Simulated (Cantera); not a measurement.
A Cantera script and its output.

```python
import numpy as np
import cantera as ct

gas = ct.Solution("gri30.yaml")


def delay(T, t_max=10):
    gas.TPX = T, 1000000, {'CO': 1, 'H2': 1.2, 'CH4': 1.1, 'O2': 4.46, 'N2': 17.4}
    reactor = ct.IdealGasConstPressureReactor(gas, clone=False)
    net = ct.ReactorNet([reactor])
    net.rtol, net.atol = 1e-8, 1e-16
    while net.time < t_max:
        t_old, T_old = net.time, reactor.T
        net.step()
        if reactor.T > T + 400:  # ignition: a rise of 400 K
            return t_old + (T + 400 - T_old) / (reactor.T - T_old) * (net.time - t_old)
    return np.nan


taus = []
for T in [1275, 1325, 1375, 1425, 1475, 1525, 1575]:
    taus.append(delay(T))
    print(f"T0 = {T:6g} K   tau = {taus[-1]:.4e} s")
```

Result:

```
T0 =   1275 K   tau = 8.0673e-05 s
T0 =   1325 K   tau = 5.2265e-05 s
T0 =   1375 K   tau = 3.5775e-05 s
T0 =   1425 K   tau = 2.5435e-05 s
T0 =   1475 K   tau = 1.8602e-05 s
T0 =   1525 K   tau = 1.3918e-05 s
T0 =   1575 K   tau = 1.0619e-05 s
```

Model: GRI-Mech 3.0 (53 species, 325 reactions), integrated in Cantera.
